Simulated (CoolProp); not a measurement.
Values from CoolProp's reference Helmholtz-energy equation of state, Gao 2016.

Problem. For sulfur dioxide, give the phase and the cp (kJ/(kg K)), speed of sound (m/s) at 239.55 °C and 0.0531 MPa; 125.45 °C and 0.0388 MPa; 179.25 °C and 35 MPa.

Solution. 
- 239.55 °C and 0.0531 MPa: gas; cp 0.733, speed of sound 284
- 125.45 °C and 0.0388 MPa: gas; cp 0.680, speed of sound 253
- 179.25 °C and 35 MPa: supercritical; cp 1.45, speed of sound 576
